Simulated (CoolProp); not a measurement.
Saturation properties of CF4 (R14).

Computed with CoolProp (reference Helmholtz-energy equation of state, Platzer 1990). This equation is an older, rougher fit; its heat capacities, sound speeds and derivatives of the liquid may be far off and weren't checked against measurements.

```tsv
T (K)	p (MPa)	enthalpy of vaporisation (kJ/kg)	surface tension (mN/m)	vapour viscosity (µPa s)	liquid conductivity (mW/(m K))
146.4	0.1109	133.7	11.8	8.82	?
148.3	0.1262	132.7	11.4	8.95	93.1
150.3	0.1440	131.5	11.1	9.09	91.6
152.3	0.1637	130.4	10.7	9.24	90.1
154.2	0.1842	129.3	10.4	9.38	88.7
156.2	?	128.0	10.0	9.52	87.2
158.2	?	126.8	9.69	9.67	?
160.1	0.2608	125.6	9.36	9.82	84.3
162.1	0.2916	124.3	9.02	9.97	82.8
164.1	0.3250	122.9	?	10.1	81.3
166	0.3594	121.6	8.36	10.3	79.9
168	0.3984	120.2	8.02	10.4	78.4
170	0.4405	118.8	7.69	10.6	?
171.9	0.4836	117.4	7.37	10.8	75.5
173.9	0.5322	115.8	7.05	10.9	74.0
```

Q: Complete the blanks.

A: 
- 146.4, liquid conductivity (mW/(m K)): 94.5
- 156.2, p (MPa): 0.2079
- 158.2, p (MPa): 0.2339
- 158.2, liquid conductivity (mW/(m K)): 85.7
- 164.1, surface tension (mN/m): 8.68
- 170, liquid conductivity (mW/(m K)): 76.9

It boils at 145.1 K under 1 atm.

Viscosity comes from a separate model (Huber 2003), an estimate that may be off by 10 % or more. Thermal conductivity comes from a separate model (Huber 2003), an estimate that may be off by 10 % or more. Surface tension comes from a separate correlation (Mulero 2012).
